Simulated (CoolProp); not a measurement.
500 sccm (0 °C, 1 atm) of nitrogen bubbles through liquid hexamethyldisiloxane (MM) at 324.8 K and leaves saturated at a total pressure of 0.0418 MPa (ideal gas phase). Each further row changes one setting.

The numbers come from the reference Helmholtz-energy equation of state, Thol 2016 in CoolProp.

```
case                       vapour pressure (kPa)  mole fraction of vapour  delivery (mg/min)  delivery (sccm)  change of delivery for a bath 1 K warmer (%)
-------------------------  ---------------------  -----------------------  -----------------  ---------------  --------------------------------------------
as stated                                   18.8                    0.450               2960              408                                           7.8
bath temperature 329.8 K                    23.0                    0.550               4420              610                                           9.4
total pressure 0.0836 MPa                   18.8                    0.225               1050              145                                           5.4
```
